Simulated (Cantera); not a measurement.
## Equilibrium for iron carbonyl, mercury and lead vapours: Pb + N2

Input: 1 mol Pb, 8.8 mol N2, held at 1300 K.

Equilibrium computed with Cantera from the NASA thermochemical tables; the gas is ideal and each condensed phase is pure. Candidate condensed phases: Pb; 4 gas species. Equilibrium is a limit: real reactors are often held back by kinetics, nucleation or transport.

```json
[
 {"P (Pa)": "10", "log p N2": "-4.05", "log p Pb": "-4.99", "log p Pb2": "-11.42", "n Pb(l)": "0"},
 {"P (Pa)": "36", "log p N2": "-3.49", "log p Pb": "-4.43", "log p Pb2": "-10.31", "n Pb(l)": "0"},
 {"P (Pa)": "130", "log p N2": "-2.93", "log p Pb": "-3.88", "log p Pb2": "-9.19", "n Pb(l)": "0"},
 {"P (Pa)": "460", "log p N2": "-2.38", "log p Pb": "-3.33", "log p Pb2": "-8.10", "n Pb(l)": "0"},
 {"P (Pa)": "1700", "log p N2": "-1.82", "log p Pb": "-2.76", "log p Pb2": "-6.96", "n Pb(l)": "0"},
 {"P (Pa)": "6000", "log p N2": "-1.24", "log p Pb": "-2.58", "log p Pb2": "-6.60", "n Pb(l)": "0.597"},
 {"P (Pa)": "22000", "log p N2": "-0.66", "log p Pb": "-2.58", "log p Pb2": "-6.60", "n Pb(l)": "0.894"},
 {"P (Pa)": "77000", "log p N2": "-0.11", "log p Pb": "-2.58", "log p Pb2": "-6.60", "n Pb(l)": "0.970"},
 {"P (Pa)": "280000", "log p N2": "0.45", "log p Pb": "-2.58", "log p Pb2": "-6.60", "n Pb(l)": "0.992"},
 {"P (Pa)": "1000000", "log p N2": "1.00", "log p Pb": "-2.58", "log p Pb2": "-6.60", "n Pb(l)": "0.998"}
]
```
log p: log10 of the partial pressure in bar; n: condensed amount in mol.

From 10.0 Pa to 17.0 mbar nothing is condensed. From 60.0 mbar to 10.0 bar the condensed part is Pb(l). The main Pb-bearing gas is Pb throughout.
